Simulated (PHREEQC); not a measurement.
0.2 mol of Basaluminite (Al4(OH)10SO4) is brought to equilibrium with 1 kg of water, with rising amounts of CdCl2, at 25 °C. Oxygen is held at 0.21 atm. No CO2 enters from the air. Names ending in (a), (am) or -a are amorphous solids. Solids allowed: Basaluminite, Al(OH)3(a), Cd(OH)2, CdOHCl. Others were left out.

Base run: PHREEQC, ion-association model, wateq4f.dat. Each further column changes one thing. The table gives dissolved Al (mol/kgw).

| CdCl2 added (mol) | base | all activity coefficients set to 1 | Debye-Hückel limiting law | Davies equation for every ion |
|---|---|---|---|---|
| 0 | 2.19e-6 | 2.18e-6 | 2.19e-6 | 2.19e-6 |
| 0.0417 | 4.37e-6 | … | 4.97e-6 | 4.45e-6 |
| 0.0833 | 5.70e-6 | 4.56e-6 | 7.23e-6 | 5.83e-6 |
| 0.125 | 6.75e-6 | … | … | 6.92e-6 |
| 0.167 | 7.64e-6 | 5.64e-6 | 1.22e-5 | 7.83e-6 |
| 0.208 | 8.41e-6 | … | 1.52e-5 | 8.60e-6 |
| 0.25 | 9.13e-6 | … | … | 9.30e-6 |

Question: Some entries are withheld; supply them.

Answer: 
- 0.0417, all activity coefficients set to 1: 3.70e-6
- 0.125, all activity coefficients set to 1: 5.16e-6
- 0.125, Debye-Hückel limiting law: 9.57e-6
- 0.208, all activity coefficients set to 1: 6.04e-6
- 0.25, all activity coefficients set to 1: 6.40e-6
- 0.25, Debye-Hückel limiting law: 1.89e-5
